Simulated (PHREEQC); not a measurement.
PHREEQC input (Pitzer model, pitzer.dat):

```
SOLUTION 1
  temp 30
  units mol/kgw
  pH 7 charge
  S(6) 0.61
  Na 1.2496
  B 0.0144
  Cl 0.0137
  K 0.0097
  C(4) 0.0092
END
USE solution 1
INCREMENTAL_REACTIONS false
REACTION 1
  H2O -1
  0 9.886 18.011 24.689 30.178 34.689 38.397 41.444
  43.949 46.007 47.699 49.089 50.232 51.172 51.944 52.578
  53.1 53.528 53.88 54.17 54.408 54.603 54.764 54.896
  55.005 55.094 55.168 55.228 moles
EQUILIBRIUM_PHASES 1
  Arcanite 0 0
  Burkeite 0 0
  Glaserite 0 0
  Halite 0 0
  Kalicinite 0 0
  Mirabilite 0 0
  Misenite 0 0
  Nahcolite 0 0
  Natron 0 0
  Sylvite 0 0
  Thenardite 0 0
  Trona 0 0
  Borax 0 0
  Boric_acid,s 0 0
  KB5O8:4H2O 0 0
  K2B4O7:4H2O 0 0
  NaBO2:4H2O 0 0
  NaB5O8:5H2O 0 0
  Teepleite 0 0
SELECTED_OUTPUT 1
  -reset false
  -pH true
  -pe true
  -ionic_strength true
  -water true
  -activities H2O
  -totals B C Cl K Na S
  -molalities H+ Na+ K+ Cl- CO3-2 SO4-2 B(OH)3 OH- HCO3- CO2
    HSO4- B(OH)4- B3O3(OH)4- B4O5(OH)4-2
  -equilibrium_phases Arcanite Burkeite Glaserite Halite Kalicinite Mirabilite Misenite Nahcolite Natron Sylvite
    Thenardite Trona Borax Boric_acid,s KB5O8:4H2O K2B4O7:4H2O NaBO2:4H2O NaB5O8:5H2O Teepleite
PRINT
  -reset false
END
```

Selected output (columns that matter, 14 of 28 rows; water left (kg) added in front):

```
water left (kg)	pH	mu	B	C	Cl	K	Na	S	la_H2O	Burkeite	Glaserite	Mirabilite	Thenardite	Borax
1	9.5473	1.8739	0.0144	0.0092	0.0137	0.0097	1.2496	0.61	-0.010167	0	0	0	0	0
0.675515	9.5018	2.7741	0.021317	0.013619	0.020281	0.014359	1.8498	0.90301	-0.014559	0	0	0	0	0
0.456317	9.4542	4.1067	0.031557	0.020161	0.030023	0.021257	2.7384	1.3368	-0.021095	0	0	0	0	0
0.308247	9.4065	6.0795	0.046716	0.029846	0.044445	0.031468	4.0539	1.9789	-0.031364	0	0	0	0	0
0.199342	9.3793	8.6582	0.072238	0.046152	0.068726	0.04866	5.7732	2.8124	-0.046625	0	0	0.049378	0	0
0.0648044	9.5541	9.4248	0.22221	0.14197	0.21141	0.14968	6.2682	2.9057	-0.054243	0	0	0.4217	0	0
0.0278019	9.7843	11.077	0.44647	0.33091	0.49277	0.3489	7.3041	3.1376	-0.070856	0	0	0.37391	0.14886	0.00049683
0.0278019	9.7843	11.077	0.44647	0.33091	0.49277	0.3489	7.3041	3.1376	-0.070856	0	0	0.13931	0.38346	0.00049683
0.0278019	9.7843	11.077	0.44647	0.33091	0.49277	0.3489	7.3041	3.1376	-0.070856	0	0	0.044311	0.47846	0.00049683
0.0241881	9.8337	11.11	0.4599	0.38035	0.56639	0.40102	7.3047	3.0743	-0.072508	0	0	0	0.53564	0.000819
0.0163209	9.9729	11.244	0.50407	0.56369	0.83941	0.59433	7.3098	2.8426	-0.078831	0	0	0	0.56361	0.0015433
0.0109971	10.111	11.426	0.5582	0.83659	1.2458	0.84716	7.3345	2.4918	-0.088609	0	0.00012792	0	0.58234	0.0020654
0.00739286	10.216	11.311	0.59658	1.2444	1.8531	0.82767	7.5006	1.844	-0.10159	0	0.0011937	0	0.59398	0.0024974
0.00494544	10.146	10.742	0.55249	1.1989	2.7702	0.87099	7.3821	1.4044	-0.11334	0.003271	0.0017975	0	0.59292	0.0029169
```

Species that the database lacks are ignored.
